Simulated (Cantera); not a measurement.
What does this Cantera script print?

```python
import numpy as np
import cantera as ct

gas_names = """
    F F2 FS2F,fluorodisu H HF H2 H2F2 H2S H3F3 H4F4 H5F5 H6F6 H7F7 S SF SF2 SF3 SF4 SF5 SF6 SH S2
    S2F2,thiothiony S8
""".split()
cond_names = """
    S(cr1) S(cr2) S(L)
""".split()


# ... load() reads the species with a 1 bar reference pressure and builds the phases ...
atoms = {
    'SF6': {'S': 1, 'F': 6},
    'H2': {'H': 2},
}
top_T = {}  # K; cautious upper limits of use, not melting points


# ... equilibrate(T, P, feed) seeds the gas with the atoms and calls Mixture.equilibrate('TP', solver="vcs", rtol=1e-11, max_steps=5000) ...
results = []
feed = {'SF6': 1, 'H2': 5.2}  # mol
T = 1400  # K
P = 18  # Pa
mix = equilibrate(T, P, feed)
results.append((T, P, feed, dict(zip(mix.species_names, mix.species_moles))))
print(gas.report(threshold=0.0001))
for i in range(1, mix.n_phases):
    print(f"{mix.phase(i).name:16s} {mix.phase_moles(i):12.5e} mol")
```

Result:

```
       temperature   1400 K
          pressure   18 Pa
           density   2.7883e-05 kg/m^3
  mean mol. weight   18.032 kg/kmol
   phase of matter   gas

                          1 kg             1 kmol
                     ---------------   ---------------
          enthalpy         -8.19e+06       -1.4768e+08  J
   internal energy       -8.8355e+06       -1.5932e+08  J
           entropy             16143        2.9108e+05  J/K
    Gibbs function        -3.079e+07       -5.5519e+08  J
 heat capacity c_p            1793.9             32347  J/K
 heat capacity c_v            1332.8             24033  J/K

                      mass frac. Y      mole frac. X     chem. pot. / RT
                     ---------------   ---------------   ---------------
                 H        1.0092e-05        0.00018054           -14.211
                HF           0.76685           0.69116           -55.991
                H2          0.027725           0.24798           -28.421
               H2S         0.0089615         0.0047421               -44
                 S        0.00036334        0.00020436           -15.579
                SH         0.0022575          0.001231            -29.79
                S2           0.19383          0.054508           -31.158
     [  +17 minor]        1.9992e-08        1.1346e-08

S(L)              0.00000e+00 mol
```

Equilibrium computed with Cantera from the NASA thermochemical tables; the gas is ideal and each condensed phase is pure.
